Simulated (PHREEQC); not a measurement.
Model water analysis in mmol/kgw, 5 °C, pH 5.73, pe 9.7: Na 0.0023; K 0.00831; Ca 0.0101; Mg 0.00265; Cl 0.00449; S(6) 0.00414; Alkalinity (meq/kgw) 0.0241; Ba 5.2e-06.

Valence states are taken as typed.

The numbers come from PHREEQC with the ion-association model, wateq4f.dat.

Precipitation was switched off in this run.

Problem. Predict the charge-balance error.

Solution. charge-balance error -1.0 %.

Problem. In which forms is C present?

Solution. CO2 86 %, HCO3- 14 % of the C.

Constants without temperature data keep their 25 °C values here.
